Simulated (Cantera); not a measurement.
An isothermal, constant-pressure homogeneous reactor starts with 14.3 % H2, 68.0 % O2, 17.7 % N2, equivalence ratio 0.10, at 1075 K and 14.3 Torr.

Computed with Cantera and the H2/O2 subset of GRI-Mech 3.0, which has no nitrogen chemistry. Radical loss at walls, strong at low pressure, is not modelled. The temperature is held fixed by assumption; the heat of reaction is taken as removed at once.

x: mole fraction; the columns are a selection and need not sum to one.

```json
[
 {"t (s)": "4.00e-6", "x H2": "0.143", "x O2": "0.680", "x H2O": "<1e-12", "x H2O2": "<1e-12", "x O": "<1e-12", "x H": "3.54e-11", "x HO2": "3.62e-11"},
 {"t (s)": "3.22e-5", "x H2": "0.143", "x O2": "0.680", "x H2O": "2.15e-11", "x H2O2": "<1e-12", "x O": "4.77e-11", "x H": "2.64e-10", "x HO2": "2.92e-10"},
 {"t (s)": "0.000259", "x H2": "0.143", "x O2": "0.680", "x H2O": "6.44e-9", "x H2O2": "1.51e-12", "x O": "3.27e-9", "x H": "5.45e-9", "x HO2": "2.40e-9"},
 {"t (s)": "0.00208", "x H2": "0.0684", "x O2": "0.642", "x H2O": "0.0545", "x H2O2": "[?]", "x O": "0.0182", "x H": "0.0339", "x HO2": "9.01e-6"},
 {"t (s)": "0.0167", "x H2": "0.000887", "x O2": "0.650", "x H2O": "0.150", "x H2O2": "[?]", "x O": "0.00526", "x H": "0.00191", "x HO2": "9.81e-6"},
 {"t (s)": "0.135", "x H2": "9.99e-6", "x O2": "0.656", "x H2O": "0.154", "x H2O2": "[?]", "x O": "6.26e-5", "x H": "2.37e-6", "x HO2": "8.00e-7"},
 {"t (s)": "1.08", "x H2": "3.43e-7", "x O2": "0.656", "x H2O": "0.154", "x H2O2": "[?]", "x O": "2.54e-6", "x H": "1.93e-8", "x HO2": "4.44e-8"},
 {"t (s)": "8.70", "x H2": "2.71e-8", "x O2": "0.656", "x H2O": "0.154", "x H2O2": "[?]", "x O": "2.14e-7", "x H": "4.73e-10", "x HO2": "4.62e-9"},
 {"t (s)": "70.0", "x H2": "3.00e-9", "x O2": "0.656", "x H2O": "0.154", "x H2O2": "3.35e-10", "x O": "2.43e-8", "x H": "1.80e-11", "x HO2": "2.15e-9"}
]
```

**Question.** Some entries are withheld; supply them.

**Answer.** 
- 0.00208, x H2O2: 5.34e-7
- 0.0167, x H2O2: 4.22e-7
- 0.135, x H2O2: 1.22e-7
- 1.08, x H2O2: 1.75e-8
- 8.70, x H2O2: 2.42e-9
